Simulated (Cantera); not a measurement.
Charge: 1 mol SiC, 0.35 mol Si, 0.89 mol H₂, held at 75.0 Torr.

Equilibrium computed with Cantera from the NASA thermochemical tables; the gas is ideal and each condensed phase is pure. Candidate condensed phases: C, C₆H₆, C₇H₈, C₈H₁₈, Si, SiC; 87 gas species. Gases not in the tables: Si₂H₆ and higher silanes. Kinetics and transport are ignored. All values below are at 2748 K.

Base state: H₂ 0.539, Si 0.205, H 0.158, Si₂C 0.0520, SiC₂ 0.0262, SiH 0.00890, Si₂ 0.00607, C₂H₂ (acetylene) 0.00390 (mole fractions); condensed: SiC(s).

### Question
What changes in the equilibrium state with this change: pressure from 75.0 Torr to 615 Torr?

### Answer
```json
[
 {"species": "H₂", "before": "0.539", "after": "0.876"},
 {"species": "H", "before": "0.158", "after": "0.0702"},
 {"species": "Si", "before": "0.205", "after": "0.0312"},
 {"species": "SiC₂", "before": "0.0262", "after": "0.00255"},
 {"species": "Si₂C", "before": "0.0520", "after": "0.00793"},
 {"species": "CH₄", "before": "1.55e-6", "after": "2.68e-5"},
 {"species": "C₃", "before": "2.17e-5", "after": "1.35e-6"},
 {"species": "C", "before": "1.88e-5", "after": "1.83e-6"},
 {"species": "SiC", "before": "0.000149", "after": "1.82e-5"},
 {"species": "Si₂", "before": "0.00607", "after": "0.00116"},
 {"species": "SiC(s), mol", "before": "0.840", "after": "0.979"},
 {"species": "Si(l), mol", "before": "0", "after": "0.313"}
]
```
Mutual solubility and eutectic melting of coexisting phases are not modelled.
